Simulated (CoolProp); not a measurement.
Vapour-liquid equilibrium of isohexane (1) + n-hexane (2) at 1.89 bar; x and y are mole fractions of (1).

The numbers come from the multi-fluid Helmholtz-energy mixture model, Lemmon 2006 and Thol 2019; pair parameters Bell 2016 in CoolProp.

```
x     bubble temperature (K)  y at the bubble point  dew temperature at overall composition x (K)  liquid density (mol/L)
----  ----------------------  ---------------------  --------------------------------------------  ----------------------
0.05                   362.6                  0.062                                         362.7                   6.867
0.2                    361.1                  0.240                                         361.4                   6.872
0.35                   359.6                  0.404                                         360.1                   6.877
0.5                    358.3                  0.556                                         358.8                   6.880
0.65                   357.0                  0.698                                         357.4                   6.884
0.8                    355.8                  0.831                                         356.1                   6.886
0.95                   354.7                  0.958                                         354.8                   6.889
```

No azeotrope shows between x = 0.05 and 0.95.

Pair parameters are fitted to limited data, so mixtures are less certain than the pure fluids.
